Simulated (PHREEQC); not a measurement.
Dissolve 0.28 mmol/kgw H2S and 22 mmol/kgw FeCl2 at 45 °C. Closed to the air; pH follows from the charge balance.

Model: ion-association model, phreeqc.dat, run in PHREEQC.

```tsv
quantity	before	after
pH	4.50	5.15
ionic strength (mol/kgw)	0.0649	7.17e-6
```

### Question
Name the change that produced these shifts.
A) diluted 2-fold with water
B) FeCl2 from 0.022 to 0.033 mol/kgw
C) FeCl2 from 0.022 to 0.044 mol/kgw
D) FeCl2 left out
E) temperature from 45 to 70 °C

### Answer
D, FeCl2 left out

No solid was allowed to form. Away from 25 °C the constants follow the database's enthalpies or fits; those with neither stay at their 25 °C values.
